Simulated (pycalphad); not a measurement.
All values are pycalphad results on the COST 507 light-alloy database (1999) (1 atm), not direct measurements. These are 1990s assessments: newer ones move some temperatures and phases. Kinetics are ignored, which matters at the lower temperatures.

Molar enthalpy of Hf-14.32B (wt.%) in equilibrium (SER reference):

```json
[
 {"T (K)": "3900", "H (kJ/mol)": "119.38", "phases": "liquid"},
 {"T (K)": "3750", "H (kJ/mol)": "114.17", "phases": "liquid"},
 {"T (K)": "3675", "H (kJ/mol)": "111.56", "phases": "liquid"},
 {"T (K)": "3600", "H (kJ/mol)": "100.88", "phases": "liquid + B2M"},
 {"T (K)": "3450", "H (kJ/mol)": "42.85", "phases": "B2M + liquid"},
 {"T (K)": "3300", "H (kJ/mol)": "25.41", "phases": "B2M + liquid"},
 {"T (K)": "3150", "H (kJ/mol)": "14.46", "phases": "B2M + liquid"},
 {"T (K)": "3000", "H (kJ/mol)": "6.01", "phases": "B2M + liquid"},
 {"T (K)": "2850", "H (kJ/mol)": "-1.13", "phases": "B2M + liquid"},
 {"T (K)": "2700", "H (kJ/mol)": "-7.46", "phases": "B2M + liquid"},
 {"T (K)": "2550", "H (kJ/mol)": "-13.22", "phases": "B2M + liquid"},
 {"T (K)": "2400", "H (kJ/mol)": "-18.54", "phases": "B2M + liquid"},
 {"T (K)": "2325", "H (kJ/mol)": "-31.73", "phases": "B2M + β-boron"},
 {"T (K)": "2250", "H (kJ/mol)": "-33.99", "phases": "B2M + β-boron"},
 {"T (K)": "2100", "H (kJ/mol)": "-38.46", "phases": "B2M + β-boron"},
 {"T (K)": "1950", "H (kJ/mol)": "-42.87", "phases": "B2M + β-boron"},
 {"T (K)": "1800", "H (kJ/mol)": "-47.21", "phases": "B2M + β-boron"},
 {"T (K)": "1650", "H (kJ/mol)": "-51.49", "phases": "B2M + β-boron"},
 {"T (K)": "1500", "H (kJ/mol)": "-55.71", "phases": "B2M + β-boron"},
 {"T (K)": "1350", "H (kJ/mol)": "-59.84", "phases": "B2M + β-boron"},
 {"T (K)": "1200", "H (kJ/mol)": "-63.90", "phases": "B2M + β-boron"},
 {"T (K)": "1050", "H (kJ/mol)": "-67.87", "phases": "B2M + β-boron"},
 {"T (K)": "900", "H (kJ/mol)": "-71.73", "phases": "B2M + β-boron"},
 {"T (K)": "750", "H (kJ/mol)": "-75.45", "phases": "B2M + β-boron"},
 {"T (K)": "600", "H (kJ/mol)": "-78.99", "phases": "B2M + β-boron"}
]
```

Cooling from 3675 K to 2325 K, across the freezing range, releases 143.3 kJ/mol, or 2590 J/g. The slope is 35 J/(mol K) in the liquid and 30 J/(mol K) just below the solidus, where it includes any heat of precipitation. Liquidus 3607 K, solidus 2338 K. Changes were sought between steps of 75 K, so a narrower field can be missed.

Database names, with the compositions (at.%) that they take in these runs: B2M: B 67 Hf 33.
